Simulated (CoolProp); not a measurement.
The fluid at 293.15 K and 1.09 MPa expands adiabatically to 0.0823 MPa with isentropic efficiency 0.8. The same conditions are run with several fluids, on thermodynamics alone (safety and materials aside).

Model: reference Helmholtz-energy equation of state of each fluid (hydrogen sulfide: Lemmon 2006; carbon monoxide: Lemmon 2006; ethylene: Smukala 2000; methane: Setzmann 1991; CF4 (R14): Platzer 1990), in CoolProp. The equations of Platzer and Polt are older, rougher fits.

```tsv
fluid	work (kJ/kg)	final temperature (K)	final phase	final density (kg/m³)
hydrogen sulfide	108	208.8	two-phase, vapour fraction 0.922	1.79
carbon monoxide	126	169.6	gas	1.64
ethylene	130	186.4	gas	1.52
methane	229	181.5	gas	0.881
CF4 (R14)	45.9	213.5	gas	4.12
```
